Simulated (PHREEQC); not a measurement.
A column of 0.1 m (40 cells, dispersivity 0.005 m, 300 s a shift, diffusion coefficient 3e-10 m²/s) holds 0.0031 eq of the database's cation exchanger X per kg of pore water, first in equilibrium with 0.0022 mol PbCl2, 0.00099 mol NH4Cl and 1e-05 mol HCl per kg of water. It is flushed with 0.0008 mol MnCl2, 0.001 mol PbCl2 and 1e-05 mol HCl per kg of water, at 25 °C. Values are for the last cell. CO2 from the air is kept out. No solid was allowed to form.

The series has 33 steps of pore volumes, from 0 to 4.013.

All values are PHREEQC results (ion-association model, phreeqc.dat), not measurements.

**Question.** After how many pore volumes does Mn at the outlet first reach half of its feed value?

**Answer.** By 1.4 pore volumes.

Complexes and solids missing from the database can't appear.
